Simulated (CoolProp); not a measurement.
Saturation properties of R1336mzz(Z) (Tc = 171.3 °C, pc = 29.04 bar, ω = 0.386).

Values from CoolProp's reference Helmholtz-energy equation of state, McLinden 2020.

| T (°C) | p (bar) | liquid density (kg/m³) | vapour density (kg/m³) | enthalpy of vaporisation (kJ/kg) | liquid cp (kJ/(kg K)) |
|---|---|---|---|---|---|
| 2.35 | 0.2770 | 1422 | 2.027 | 178.5 | 1.174 |
| 12.55 | 0.4402 | 1397 | 3.131 | 174.0 | 1.195 |
| 22.65 | 0.6703 | 1371 | 4.654 | 169.5 | 1.216 |
| 32.85 | 0.9911 | 1344 | 6.737 | 164.8 | 1.237 |
| 43.05 | 1.422 | 1316 | 9.499 | 160.0 | 1.259 |
| 53.25 | 1.987 | 1288 | 13.09 | 154.9 | 1.281 |
| 63.45 | 2.711 | 1258 | 17.71 | 149.5 | 1.304 |
| 73.65 | 3.623 | 1227 | 23.55 | 143.8 | 1.329 |
| 83.85 | 4.753 | 1195 | 30.91 | 137.7 | 1.357 |
| 94.05 | 6.131 | 1160 | 40.12 | 131.2 | 1.388 |
| 104.25 | 7.793 | 1123 | 51.66 | 124.0 | 1.425 |
| 114.45 | 9.774 | 1083 | 66.17 | 116.2 | 1.470 |
| 124.65 | 12.12 | 1039 | 84.62 | 107.4 | 1.530 |
| 134.85 | 14.87 | 989.7 | 108.6 | 97.38 | 1.616 |

It boils at 33.5 °C under 1 atm.
